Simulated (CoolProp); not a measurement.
Properties of isobutene at several states (Tc = 144.9 °C, pc = 4.016 MPa, ω = 0.193).

Computed with CoolProp (reference Helmholtz-energy equation of state, Lemmon 2005). It is a short technical equation, of lower accuracy than the large ones.

```
T (°C)  p (MPa)          phase  density (kg/m³)  fugacity coefficient
------  -------  -------------  ---------------  --------------------
269.25   0.0131            gas           0.1631                0.9995
222.25     7.38  supercritical            168.2                0.6757
181.65     4.85  supercritical            122.4                0.6988
194.85    0.028            gas           0.4044                0.9983
```
